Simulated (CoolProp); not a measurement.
R124 along the isotherm 435.1 K: Z from the reference equation and from simpler models built on Tc = 395.4 K, pc = 3.624 MPa, ω = 0.288; each cubic takes its own stable root.

Model: reference Helmholtz-energy equation of state, de Vries 1995, in CoolProp.

```csv
p (MPa),phase,reference
0.227,gas,0.9843
0.453,gas,0.9685
0.68,gas,0.9523
0.906,gas,0.9359
1.13,gas,0.9193
1.36,gas,0.9020
1.59,gas,0.8843
1.81,gas,0.8671
```

Question: How far does each simpler model (Soave-Redlich-Kwong, Peng-Robinson) lie from the reference over these 8 states: mean and median of the absolute difference, and the worst?

Answer: 
- Soave-Redlich-Kwong: mean 0.2 %, median 0.2 %, worst +0.4 % at 435.1 K and 1.81 MPa
- Peng-Robinson: mean 0.8 %, median 0.8 %, worst -1.5 % at 435.1 K and 1.81 MPa
